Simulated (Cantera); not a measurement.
An isothermal, constant-pressure homogeneous reactor starts with H2 : O2 = 0.017 : 1 (molar parts), at 1473 K and 0.0132 atm.

Cantera simulation using the H2/O2 subset of GRI-Mech 3.0, which has no nitrogen chemistry; the numbers are that mechanism's predictions, not measurements. Radical loss at walls, strong at low pressure, is not modelled.

One state of this run: x H2 = 1.74e-6; x O2 = 0.983; x O = 0.000218; x OH = 0.000328; x H2O2 = 1.37e-9. x: mole fraction; the columns are a selection and need not sum to one.

**Question.** Which value of t (s) does it belong to?
(A) 0.000700
(B) 4.79
(C) 0.00305
(D) 1.10

**Answer.** B, 4.79
